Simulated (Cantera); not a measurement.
Input: 1 mol Si, 6.9 mol HBr, a varied amount of N2, equilibrated at 1573 K and 0.110 bar.

Method: chemical equilibrium by Gibbs-energy minimisation in Cantera with the NASA 1993 tables (ideal gas, pure condensed phases). Candidate condensed phases: Br2, Si, Si3N4; 28 gas species. Rates play no part.

Task: Which condensed phases are stable at each of these points (n(N2) (mol)): 5.8, 8, 11, 15, 21, 30, 41, 57?

Result: 
```
n(N2) (mol)  condensed phases  Si condensed (%)
-----------  ----------------  ----------------
5.8                  gas only               0.0
8                    gas only               0.0
11                   gas only               0.0
15                   Si3N4(s)               2.6
21                   Si3N4(s)               5.3
30                   Si3N4(s)               7.9
41                   Si3N4(s)              10.0
57                   Si3N4(s)              12.2
```

From 5.8 mol N2 to 11 mol N2 nothing is condensed. From 15 mol N2 to 57 mol N2 the condensed part is Si3N4(s).
